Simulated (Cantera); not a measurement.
What does this Cantera script print?

```python
import numpy as np
import cantera as ct

gas_names = """
    N NO NO2 NO3 N2 N2O O O2 O3 Pb PbO Pb2
""".split()
cond_names = """
    Pb(cr) Pb(L) PbO(rd) PbO(yw) PbO(L) PbO2(s) Pb3O4(s)
""".split()


# ... load() reads the species with a 1 bar reference pressure and builds the phases ...
atoms = {
    'PbO': {'Pb': 1, 'O': 1},
    'N2': {'N': 2},
}
top_T = {'Pb3O4(s)': 820}  # K; cautious upper limits of use, not melting points


# ... equilibrate(T, P, feed) seeds the gas with the atoms and calls Mixture.equilibrate('TP', solver="vcs", rtol=1e-11, max_steps=5000) ...
results = []
feed = {'PbO': 1, 'N2': 20}  # mol
T = 1023  # K
P = 10000  # Pa
mix = equilibrate(T, P, feed)
results.append((T, P, feed, dict(zip(mix.species_names, mix.species_moles))))
x = sorted(zip(gas.X, gas.species_names), reverse=True)
print(f"T = {T:g} K  P = {P:g} Pa  gas = {mix.phase_moles(0):.4g} mol")
print("   x: " + "  ".join(f"{s} {v:.3e}" for v, s in x if v > 1e-05))
print("   condensed (mol): " + ("  ".join(f"{mix.phase(i).name} {mix.phase_moles(i):.4g}"
      for i in range(1, mix.n_phases) if mix.phase_moles(i) > 1e-12) or "none"))
```

It prints:

```
T = 1023 K  P = 10000 Pa  gas = 20 mol
   x: N2 1.000e+00
   condensed (mol): PbO(yw) 0.9998
```

Cantera equilibrium calculation (NASA polynomials, part measured and part estimated; ideal gas, pure solids and liquids).
